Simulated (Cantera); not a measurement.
Thermodynamics of silicates and aluminates, feed SiO₂ + Al₂O₃ + H₂

Feed: 1 mol SiO₂, 0.15 mol Al₂O₃, 23 mol H₂, at 18.0 Pa.

Equilibrium computed with Cantera from the NASA thermochemical tables; the gas is ideal and each condensed phase is pure. Candidate condensed phases: Al, Al₂O₃, Al₂SiO₅, Al₆Si₂O₁₃, H₂O, Si, SiO₂; 28 gas species. Mutual solubility and eutectic melting of coexisting phases are not modelled. The tables hold silica as quartz up to 1696 K and as liquid above; real silica turns to tridymite and cristobalite and melts near 1996 K. Condensed phases not in the tables: alloys, solid solutions and most ternary compounds. Equilibrium is a limit: real reactors are often held back by kinetics, nucleation or transport.

From 1475 K to 1625 K the condensed part is Al₆Si₂O₁₃(mullite) + SiO₂(β-quartz). At 1700 K the condensed part is Al₆Si₂O₁₃(mullite). From 1775 K to 1925 K the condensed part is Al₂O₃(s). The main Si-bearing gas is SiO throughout.

```csv
T (K),x H₂,x H,x SiO,x H₂O,x OH,x O,n Al₆Si₂O₁₃(mullite),n SiO₂(β-quartz),n Al₂O₃(s)
1475,0.995,0.000964,0.00213,0.00213,5.41e-8,4.60e-11,0.0500,0.851,0
1550,0.985,0.00233,0.00616,0.00616,4.90e-7,9.83e-10,0.0500,0.757,0
1625,0.963,0.00516,0.0160,0.0160,3.61e-6,1.59e-8,0.0500,0.525,0
1700,0.915,0.0105,0.0375,0.0374,2.22e-5,2.04e-7,0.0500,0,0
1775,0.897,0.0204,0.0412,0.0412,5.84e-5,1.04e-6,0,0,0.150
1850,0.881,0.0377,0.0409,0.0407,0.000129,4.20e-6,0,0,0.150
1925,0.854,0.0658,0.0403,0.0400,0.000267,1.53e-5,0,0,0.150
```
x: gas mole fraction; n: condensed amount in mol.
